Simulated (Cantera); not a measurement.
A closed system holds: 1 mol Al2O3, 470 mol H2, 98 mol N2, equilibrated at 1 atm.

Equilibrium computed with Cantera from the NASA thermochemical tables; the gas is ideal and each condensed phase is pure. Candidate condensed phases: Al, AlN, Al2O3, H2O; 35 gas species. Mutual solubility and eutectic melting of coexisting phases are not modelled. Rates play no part.

### Question
At 800 °C, list the 3 most abundant gas species with their mole fractions, and the condensed phases.

### Answer
H2 0.827, N2 0.172, NH3 0.000117. Condensed: AlN(s) + Al2O3(s).
